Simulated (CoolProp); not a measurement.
The numbers come from the reference Helmholtz-energy equation of state, Thol 2017 in CoolProp.

Problem. Give the vapour pressure (MPa), liquid density (kg/m³), enthalpy of vaporisation (kJ/kg), liquid cp (kJ/(kg K)) of saturated octamethyltrisiloxane (MDM) at 177.65 °C.

Solution. 
| T (°C) | p (MPa) | liquid density (kg/m³) | enthalpy of vaporisation (kJ/kg) | liquid cp (kJ/(kg K)) |
|---|---|---|---|---|
| 177.65 | 0.187 | 642 | 141 | 2.19 |
